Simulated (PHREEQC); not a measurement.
Consider water at 26 °C with 0.0023 mol FeSO4, 0.0002 mol CuCl2, 0.00084 mol HCl and 0.29 mol NaCl per kg of water. Closed to the air; pH follows from the charge balance.

The numbers come from PHREEQC with the ion-association model, wateq4f.dat.

Precipitation was switched off in this run.

**Question.** Order these Fe species by the share of Fe that they hold, largest first: FeSO4, FeCl+, Fe+2.

**Answer.** Fe+2 (88 %), FeCl+ (9.8 %), FeSO4 (1.8 %)

**Question.** Order these S species by the share of S that they hold, largest first: HSO4-, SO4-2, CuSO4, NaSO4-, FeSO4.

**Answer.** SO4-2 (71 %), NaSO4- (26 %), FeSO4 (1.8 %), HSO4- (1.6 %), CuSO4 (0.15 %)

The pH is 3.20 and the ionic strength 0.299 mol/kgw.
